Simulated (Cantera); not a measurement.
A Cantera script and its output.

```python
import numpy as np
import cantera as ct

gas = ct.Solution("gri30.yaml")
gas.TPX = 675, 500000, {'CH4': 1, 'C2H6': 0.11, 'C3H8': 0.74, 'O2': 6.08, 'N2': 22.9}
flame = ct.FreeFlame(gas, width=0.013)
flame.set_refine_criteria(ratio=3, slope=0.08, curve=0.16)
flame.transport_model = "mixture-averaged"
flame.solve(loglevel=0, auto=True)
z, T = flame.grid, flame.T
thick = (T[-1] - T[0]) / np.gradient(T, z).max()
show = ['CH4', 'C2H6', 'C3H8', 'OH', 'H2O2', 'O']
print(f"laminar burning velocity  {flame.velocity[0] * 100:.3f} cm/s")
print(f"burnt temperature         {T[-1]:.1f} K")
print(f"thermal thickness         {thick * 1e3:.4f} mm")
print(f"grid points               {len(z)}")
z0 = z[flame.heat_release_rate.argmax()]
print(f"{'z/mm':>9s}{'T/K':>9s}{'u/(m/s)':>9s}" + "".join(f"{s:>11s}" for s in show))
rows = []
for k in (-3, -2, -1.5, -1, -0.5, -0.25, 0, 0.25, 0.5, 1, 2, 4, 8):
    zz = z0 + k * thick
    rows.append([k * thick, np.interp(zz, z, T), np.interp(zz, z, flame.velocity),
                 *(np.interp(zz, z, flame.X[gas.species_index(s)]) for s in show)])
    print(f"{rows[-1][0] * 1e3:9.3f}{rows[-1][1]:9.1f}{rows[-1][2]:9.3f}" + "".join(f"{x:11.3e}" for x in rows[-1][3:]))
```

It prints:

```
laminar burning velocity  124.512 cm/s
burnt temperature         2490.9 K
thermal thickness         0.0730 mm
grid points               143
     z/mm      T/K  u/(m/s)        CH4       C2H6       C3H8         OH       H2O2          O
   -0.219    675.2    1.247  3.240e-02  3.565e-03  2.398e-02  2.106e-12  3.659e-08  3.822e-15
   -0.146    677.1    1.252  3.228e-02  3.558e-03  2.394e-02  2.225e-10  3.903e-07  3.362e-13
   -0.110    684.1    1.268  3.202e-02  3.548e-03  2.388e-02  4.867e-09  1.714e-06  1.363e-11
   -0.073    732.4    1.366  3.076e-02  3.501e-03  2.349e-02  2.981e-07  1.066e-05  3.582e-09
   -0.037   1062.1    2.024  2.387e-02  3.133e-03  1.738e-02  2.194e-05  5.156e-05  2.588e-06
   -0.018   1460.5    2.845  1.541e-02  1.929e-03  6.149e-03  2.840e-04  3.589e-05  6.902e-05
    0.000   1867.4    3.691  4.853e-03  1.699e-04  1.535e-04  2.349e-03  3.529e-06  7.513e-04
    0.018   2062.3    4.075  4.859e-04  8.349e-07  8.964e-08  6.549e-03  1.009e-06  2.476e-03
    0.037   2136.8    4.201  2.423e-05  1.193e-09  7.805e-12  8.902e-03  7.156e-07  3.440e-03
    0.073   2222.2    4.337  7.974e-08  3.020e-14  4.428e-18  9.585e-03  5.583e-07  3.186e-03
    0.146   2315.8    4.492  5.819e-12  2.897e-20  8.299e-27  8.825e-03  4.193e-07  2.213e-03
    0.292   2398.6    4.629  1.674e-15  9.939e-28  8.392e-38  7.437e-03  3.182e-07  1.334e-03
    0.584   2455.3    4.720  8.529e-16  2.219e-28  6.742e-38  6.207e-03  2.592e-07  8.356e-04
```

Cantera simulation using GRI-Mech 3.0 (53 species, 325 reactions); the numbers are that mechanism's predictions, not measurements. GRI-Mech 3.0 was tuned for natural gas; its chemistry of propane as a main component is partial and can be far from experiment. Burning velocities carry a grid error of a few per cent, more on coarse grids.
